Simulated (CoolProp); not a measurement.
Aqueous sodium chloride as a coolant, 7 % by mass, freezing at -4.4 °C, 1 atm.

Computed with CoolProp (Melinder's fits for secondary coolants).

| T (°C) | viscosity (mPa s) | cp (kJ/(kg K)) | conductivity (W/(m K)) | Prandtl number |
|---|---|---|---|---|
| 0.5 | 1.92 | ? | 0.558 | 13.2 |
| 9.5 | 1.47 | ? | 0.574 | 9.83 |
| 18.6 | 1.16 | ? | 0.589 | 7.58 |
| 27.6 | 0.949 | 3.850 | 0.604 | 6.05 |
| 36.6 | 0.799 | 3.860 | 0.618 | ? |

Task: Complete the blanks.

Result: 
- 0.5, cp (kJ/(kg K)): 3.815
- 9.5, cp (kJ/(kg K)): 3.827
- 18.6, cp (kJ/(kg K)): 3.839
- 36.6, Prandtl number: 4.99
